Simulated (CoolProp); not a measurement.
Vapour-liquid equilibrium of n-octane (1) + p-xylene (2) at 4 kPa; x and y are mole fractions of (1).

Computed with CoolProp (multi-fluid Helmholtz-energy mixture model, Beckmüller 2019 and Zhou 2012; pair parameters Bell 2016).

```csv
x,"bubble temperature, mixture model (°C)","bubble temperature, Raoult's law (°C)","y, mixture model","y, Raoult's law"
0.05,47.1,47.7,…,0.075
0.15,45.3,46.6,…,0.215
0.25,43.9,45.6,0.377,0.341
0.35,42.9,44.6,0.476,0.456
0.45,42.0,43.7,0.563,0.560
0.55,41.3,42.8,…,0.656
0.65,40.7,42.0,…,0.743
0.75,…,41.1,0.798,0.824
0.85,…,40.4,0.877,0.899
0.95,…,39.6,…,0.967
```

Q: Fill in the missing entries.

A: 
- 0.05, y, mixture model: 0.101
- 0.15, y, mixture model: 0.257
- 0.55, y, mixture model: 0.643
- 0.65, y, mixture model: 0.721
- 0.75, bubble temperature, mixture model (°C): 40.2
- 0.85, bubble temperature, mixture model (°C): 39.8
- 0.95, bubble temperature, mixture model (°C): 39.4
- 0.95, y, mixture model: 0.958

The largest gap from Raoult's law is -1.7 K in bubble temperature, at x = 0.35. No azeotrope shows between x = 0.05 and 0.95.

Pair parameters are fitted to limited data, so mixtures are less certain than the pure fluids.
